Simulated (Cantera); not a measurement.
A closed system holds: 1 mol Ta(OEt)5, 0.75 mol H2O, 26 mol H2, equilibrated at 1798 K and 1.70 mbar.

These are equilibrium values from Cantera (NASA tables, ideal gas, pure condensed phases), not measurements of a reactor. Candidate condensed phases: C, C6H6, C7H8, C8H18, H2O, Ta, TaC, Ta2O5; 113 gas species. The feed counts by its element totals alone. TaC: taken at fixed stoichiometry. Condensed phases not in the tables: Ta2C. Rates play no part.

Base state: H2 0.865, CO 0.127, H 0.00794, C2H2 (acetylene) 0.000149 (mole fractions); condensed: C(graphite) + TaC(s).

Question: What changes in the equilibrium state with this change: pressure from 1.70 mbar to 2.70 Pa?

Answer: 
```csv
species,before,after
H2,0.865,0.815
CO,0.127,0.124
H,0.00794,0.0612
C2H2 (acetylene),0.000149,0.000141
"C(graphite), mol",3.24,3.24
"TaC(s), mol",1.00,1.00
```

Question: What changes in the equilibrium state with this change: temperature from 1798 K to 1275 K?

Answer: 
```
species             before    after
----------------  --------  -------
H2                   0.865    0.872
CO                   0.127    0.128
H                  0.00794  1.67e-5
C2H2 (acetylene)  0.000149  3.35e-7
CH4                9.84e-7  1.20e-5
C(graphite), mol      3.24     3.25
TaC(s), mol           1.00     1.00
```
